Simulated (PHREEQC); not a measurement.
Solution (25 °C): 0.049 mol/kgw HCl and 0.087 mol/kgw MnSO4. Closed to the air; pH follows from the charge balance.

The numbers come from PHREEQC with the ion-association model, phreeqc.dat.

```json
[
 {"quantity": "pH", "before": "1.71", "after": "1.59"},
 {"quantity": "ionic strength (mol/kgw)", "before": "0.229", "after": "0.143"},
 {"quantity": "Mn+2 (mol/kgw)", "before": "0.0556", "after": "0.0312"},
 {"quantity": "SO4-2 (mol/kgw)", "before": "0.0344", "after": "0.0160"},
 {"quantity": "MnSO4 (mol/kgw)", "before": "0.0282", "after": "0.0102"},
 {"quantity": "HSO4- (mol/kgw)", "before": "0.0244", "after": "0.0173"}
]
```

### Question
Name the change that produced these shifts.
A. temperature from 25 to 85 °C
B. HCl from 0.049 to 0.49 mol/kgw
C. HCl left out
D. MnSO4 from 0.087 to 0.0435 mol/kgw
E. diluted 5-fold with water

### Answer
D, MnSO4 from 0.087 to 0.0435 mol/kgw

Precipitation was switched off in this run.
